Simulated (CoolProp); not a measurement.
Sulfur hexafluoride along the isotherm 80.55 °C: density (kg/m³) from the reference equation and from simpler models built on Tc = 45.6 °C, pc = 3755 kPa, ω = 0.210; each cubic takes its own stable root.

Computed with CoolProp (reference Helmholtz-energy equation of state, Guder 2009).

```csv
p (kPa),phase,reference
29.7,gas,1.478
44.8,gas,2.231
67.6,gas,3.372
102,gas,5.099
154,gas,7.723
232,gas,11.69
350,gas,17.78
528,gas,27.14
796,gas,41.68
1200,gas,64.70
1810,gas,102.4
2730,gas,167.8
4120,supercritical,297.4
6220,supercritical,635.6
9390,supercritical,1041
```

### Question
How far does each simpler model (ideal gas, van der Waals, Redlich-Kwong, Soave-Redlich-Kwong) lie from the reference over these 15 states: mean and median of the absolute difference, and the worst?

### Answer
- ideal gas: mean 12.8 %, median 3.4 %, worst -55.2 % at 80.55 °C and 9390 kPa
- van der Waals: mean 1.9 %, median 0.1 %, worst -14.7 % at 80.55 °C and 9390 kPa
- Redlich-Kwong: mean 1.1 %, median 0.2 %, worst -4.9 % at 80.55 °C and 9390 kPa
- Soave-Redlich-Kwong: mean 1.2 %, median 0.1 %, worst -10.0 % at 80.55 °C and 9390 kPa
